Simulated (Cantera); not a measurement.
An isothermal, constant-pressure homogeneous reactor starts with C₂H₆ : N₂ = 1 : 32 (molar parts), at 1250 K and 36.8 Torr.

Cantera simulation using GRI-Mech 3.0 (53 species, 325 reactions); the numbers are that mechanism's predictions, not measurements. GRI-Mech 3.0 stops at C3 and has no aromatics, soot or wall deposition, so with more carbon than oxygen in the feed, carbon stays in small species such as C2H2 where larger ones or solid carbon would form. Radical loss at walls, strong at low pressure, is not modelled.

x: mole fraction; the columns are a selection and need not sum to one.

```json
[
 {"t (s)": "0.000200", "x C₂H₆": "0.0303", "x H₂": "1.86e-7", "x H": "4.78e-8", "x CH₃": "1.08e-5", "x HCN": "<1e-12", "x CH₂": "3.13e-11"},
 {"t (s)": "0.000726", "x C₂H₆": "0.0303", "x H₂": "9.45e-6", "x H": "6.35e-7", "x CH₃": "3.59e-5", "x HCN": "<1e-12", "x CH₂": "9.35e-10"},
 {"t (s)": "0.00263", "x C₂H₆": "0.0299", "x H₂": "0.000302", "x H": "4.28e-6", "x CH₃": "0.000103", "x HCN": "2.11e-10", "x CH₂": "1.39e-8"},
 {"t (s)": "0.00955", "x C₂H₆": "…", "x H₂": "…", "x H": "…", "x CH₃": "…", "x HCN": "…", "x CH₂": "…"},
 {"t (s)": "0.0346", "x C₂H₆": "0.0165", "x H₂": "0.0118", "x H": "9.49e-6", "x CH₃": "0.000152", "x HCN": "4.71e-9", "x CH₂": "3.45e-8"},
 {"t (s)": "0.126", "x C₂H₆": "0.00202", "x H₂": "0.0277", "x H": "1.04e-5", "x CH₃": "4.84e-5", "x HCN": "6.72e-9", "x CH₂": "9.05e-9"},
 {"t (s)": "0.456", "x C₂H₆": "6.10e-5", "x H₂": "0.0359", "x H": "2.67e-6", "x CH₃": "7.80e-6", "x HCN": "6.95e-9", "x CH₂": "3.18e-10"},
 {"t (s)": "1.65", "x C₂H₆": "…", "x H₂": "…", "x H": "…", "x CH₃": "…", "x HCN": "6.92e-9", "x CH₂": "1.94e-11"},
 {"t (s)": "6.00", "x C₂H₆": "8.59e-7", "x H₂": "0.0437", "x H": "4.24e-7", "x CH₃": "1.04e-6", "x HCN": "6.90e-9", "x CH₂": "5.60e-12"}
]
```

Problem. What belongs in the gaps?

Solution. 
- 0.00955, x C₂H₆: 0.0269
- 0.00955, x H₂: 0.00281
- 0.00955, x H: 7.42e-6
- 0.00955, x CH₃: 0.000186
- 0.00955, x HCN: 2.23e-9
- 0.00955, x CH₂: 3.95e-8
- 1.65, x C₂H₆: 3.36e-6
- 1.65, x H₂: 0.0400
- 1.65, x H: 7.27e-7
- 1.65, x CH₃: 1.92e-6
